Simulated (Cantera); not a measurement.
Mixture: 12.1 % CH4, 2.06 % H2, 18.0 % O2, 67.8 % N2, equivalence ratio 1.4, at 1.38 atm, adiabatic and at constant pressure. Ignition delay is the time to a rise of 400 K.

Detailed kinetics in Cantera: GRI-Mech 3.0 (53 species, 325 reactions). Below about 1000 K GRI-Mech 3.0 lacks low-temperature oxidation paths. Below about 950 K walls govern HO2 and H2O2 in real vessels.

### Question
Predict: delay at 925 K; delay at 1075 K; delay at 1225 K; delay at 1375 K; delay at 1525 K; apparent activation energy between 1375 and 1525 K.

### Answer
```json
{
  "delay at 925 K": "0.210 s",
  "delay at 1075 K": "31.7 ms",
  "delay at 1225 K": "7.00 ms",
  "delay at 1375 K": "1.57 ms",
  "delay at 1525 K": "0.411 ms",
  "apparent activation energy between 1375 and 1525 K": "160 kJ/mol"
}
```
